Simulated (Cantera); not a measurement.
An adiabatic, constant-pressure homogeneous reactor starts with H2 : O2 : N2 : H2O = 1 : 0.455 : 1.71 : 0.099 (molar parts), at 1175 K and 3750 Torr. Integrator tolerance rtol = 1e-08.

Detailed kinetics in Cantera: GRI-Mech 3.0 (53 species, 325 reactions). The hydrogen kinetics of GRI-Mech 3.0 are dated; newer H2 mechanisms differ, most at raised pressure.

### Question
What does this change do: initial temperature 1175 to 1650 K?

### Answer
```csv
quantity,before,after
time of steepest temperature rise,56.6 µs,1.80 µs
temperature at 0.100 s,2832 K,3016 K
equilibrium temperature,2832 K,3016 K
x(H2) at 0.100 s,0.0514 (gas-phase equilibrium 0.0514),0.0657 (gas-phase equilibrium 0.0657)
x(O2) at 0.100 s,0.00472 (gas-phase equilibrium 0.00472),0.00856 (gas-phase equilibrium 0.00856)
x(H2O) at 0.100 s,0.318 (gas-phase equilibrium 0.318),0.286 (gas-phase equilibrium 0.286)
x(HO2) at 0.100 s,4.74e-6 (gas-phase equilibrium 4.74e-6),9.99e-6 (gas-phase equilibrium 9.99e-6)
x(OH) at 0.100 s,0.0167 (gas-phase equilibrium 0.0167),0.0279 (gas-phase equilibrium 0.0279)
```
Above 3000 K some thermodynamic fits are extrapolated.

### Question
What does this change do: initial temperature 1175 to 975 K?

### Answer
```csv
quantity,before,after
time of steepest temperature rise,56.6 µs,22.7 ms
temperature at 0.100 s,2832 K,2743 K
equilibrium temperature,2832 K,2743 K
x(H2) at 0.100 s,0.0514 (gas-phase equilibrium 0.0514),0.0457 (gas-phase equilibrium 0.0457)
x(O2) at 0.100 s,0.00472 (gas-phase equilibrium 0.00472),0.00320 (gas-phase equilibrium 0.00320)
x(H2O) at 0.100 s,0.318 (gas-phase equilibrium 0.318),0.330 (gas-phase equilibrium 0.330)
x(HO2) at 0.100 s,4.74e-6 (gas-phase equilibrium 4.74e-6),2.99e-6 (gas-phase equilibrium 2.99e-6)
x(OH) at 0.100 s,0.0167 (gas-phase equilibrium 0.0167),0.0123 (gas-phase equilibrium 0.0123)
```
